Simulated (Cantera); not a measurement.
**Ta(OEt)5 + H2O (tantalum, niobium, vanadium and zirconium in process gases)**

Charge: 1 mol Ta(OEt)5, 13 mol H2O, equilibrated at 2175 K and 0.520 Pa.

Method: chemical equilibrium by Gibbs-energy minimisation in Cantera with the NASA 1993 tables (ideal gas, pure condensed phases). Candidate condensed phases: C, C6H6, C7H8, C8H18, H2O, Ta, TaC, Ta2O5; 113 gas species. The feed counts by its element totals alone. Rates play no part.

| Property | Result |
|---|---|
| x(H) | 0.636 |
| x(CO) | 0.162 |
| x(H2) | 0.0883 |
| x(O) | 0.0627 |
| x(TaO2) | 0.0166 |
| x(H2O) | 0.0128 |
| x(OH) | 0.0124 |
| x(CO2) | 0.00454 |
| x(O2) | 0.00385 |
| gas amount | 59.92 mol |
| log10 activity of Ta2O5(l) (absent) | -2.83 |
| log10 activity of Ta(s) (absent) | -5.49 |
| log10 activity of C(graphite) (absent) | -9.44 |
